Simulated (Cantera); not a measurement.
A perfectly stirred reactor is fed with 17.8 % CH4, 72.9 % CO2, 1.62 % H2, 7.65 % H2O, at 3.85 atm; it is held at 1875 K, and followed from long to short residence time.

Cantera simulation using GRI-Mech 3.0 (53 species, 325 reactions); the numbers are that mechanism's predictions, not measurements.

One state of this run: x CH4 = 0.00863; x CO2 = 0.274; x H2 = 0.0857; x O = 9.67e-9; x H = 9.12e-5; x C2H6 = 6.16e-6. x: mole fraction; the columns are a selection and need not sum to one.

Which value of τ (s) does it belong to?
A) 1.0
B) 0.025
C) 0.30
D) 0.047

D, 0.047
